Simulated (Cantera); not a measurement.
Charge: 1 mol Si, 13 mol CO, 30 mol H2, held at 1250 °C.

Cantera equilibrium calculation (NASA polynomials, part measured and part estimated; ideal gas, pure solids and liquids). Candidate condensed phases: C, C6H6, C7H8, C8H18, H2O, Si, SiC, SiO2; 123 gas species. The tables hold silica as quartz up to 1696 K and as liquid above; real silica turns to tridymite and cristobalite and melts near 1996 K. Gases not in the tables: Si(OH)4. The numbers say what is thermodynamically allowed, not how fast it happens.

**Question.** At 3000000 Pa, list the 6 most abundant gas species with their mole fractions, and the condensed phases.

**Answer.** H2 0.689, CO 0.269, CH4 0.0328, H2O 0.00811, CO2 0.00118, C2H4 3.82e-5. Condensed: C(graphite) + SiO2(β-quartz).
